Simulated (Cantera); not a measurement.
Cantera run:

```python
import numpy as np
import cantera as ct

gas_names = """
    H HO2 H2 H2O H2O2 O OH O2 O3 Si SiH SiH2 SiH3 SiH4 SiO SiO2 Si2 Si3
""".split()
cond_names = """
    H2O(s) H2O(L) Si(cr) Si(L) SiO2(Lqz) SiO2(hqz) SiO2(L)
""".split()


def load(file, names, dense=False):
    # The tables refer to 1 bar. Condensed volumes are neglected.
    table = {s.name: s for s in ct.Species.list_from_file(file)}
    out = []
    for n in names:
        d = dict(table[n].input_data)
        d["thermo"] = dict(d["thermo"], **{"reference-pressure": 1e5})
        if dense:
            d["equation-of-state"] = {"model": "constant-volume", "density": "1e6 g/cm^3"}
        out.append(ct.Species.from_dict(d))
    return out


gas = ct.Solution(thermo="ideal-gas", species=load("nasa_gas.yaml", gas_names))
cond = {s.name: ct.Solution(thermo="fixed-stoichiometry", species=[s], name=s.name)
        for s in load("nasa_condensed.yaml", cond_names, dense=True)}
atoms = {
    'Si': {'Si': 1},
    'H2O': {'H': 2, 'O': 1},
    'H2': {'H': 2},
}
top_T = {}  # K; cautious upper limits of use, not melting points


def equilibrate(T, P, feed):
    n = {}
    for name, mol in feed.items():
        for a, k in atoms[name].items():
            n[a] = n.get(a, 0.0) + k * mol
    gas.TPX = T, P, n
    mass = sum(n.values()) * gas.mean_molecular_weight
    gas.equilibrate("TP")
    valid = [c for c in cond.values() if c.min_temp <= T <= top_T.get(c.name, c.max_temp)]
    mix = ct.Mixture([(gas, mass / gas.mean_molecular_weight)] + [(c, 0.0) for c in valid])
    mix.T, mix.P = T, P
    mix.equilibrate("TP", solver="vcs", rtol=1e-11, max_steps=5000)
    return mix


results = []
feed = {'Si': 1, 'H2O': 2.4, 'H2': 610}  # mol
T = 1323.15  # K
P = 101325  # Pa
mix = equilibrate(T, P, feed)
results.append((T, P, feed, dict(zip(mix.species_names, mix.species_moles))))
x = sorted(zip(gas.X, gas.species_names), reverse=True)
print(f"T = {T:g} K  P = {P:g} Pa  gas = {mix.phase_moles(0):.4g} mol")
print("   x: " + "  ".join(f"{s} {v:.3e}" for v, s in x if v > 0.001))
print("   condensed (mol): " + ("  ".join(f"{mix.phase(i).name} {mix.phase_moles(i):.4g}"
      for i in range(1, mix.n_phases) if mix.phase_moles(i) > 1e-12) or "none"))
```

Output:

```
T = 1323.15 K  P = 101325 Pa  gas = 612.4 mol
   x: H2 9.993e-01
   condensed (mol): SiO2(hqz) 1
```

Equilibrium computed with Cantera from the NASA thermochemical tables; the gas is ideal and each condensed phase is pure. The tables hold silica as quartz up to 1696 K and as liquid above; real silica turns to tridymite and cristobalite and melts near 1996 K.
